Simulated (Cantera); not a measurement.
Mixture: CH₄ : H₂ : O₂ : N₂ = 1 : 0.23 : 4.5 : 16.9 (molar parts), equivalence ratio 0.47, at 3750 Torr, adiabatic and at constant volume. Ignition delay is the time to a rise of 400 K.

Model: GRI-Mech 3.0 (53 species, 325 reactions), integrated in Cantera.

What does this change do: pressure from 3750 Torr to 18800 Torr?


```csv
quantity,before,after
delay at 1248 K,0.744 ms,0.239 ms
delay at 1348 K,0.319 ms,89.8 µs
delay at 1448 K,0.146 ms,40.5 µs
delay at 1548 K,71.5 µs,20.1 µs
apparent activation energy between 1498 and 1598 K,130 kJ/mol,130 kJ/mol
```
The pressure lies above the range GRI-Mech 3.0 was tuned for (to about 10 atm).
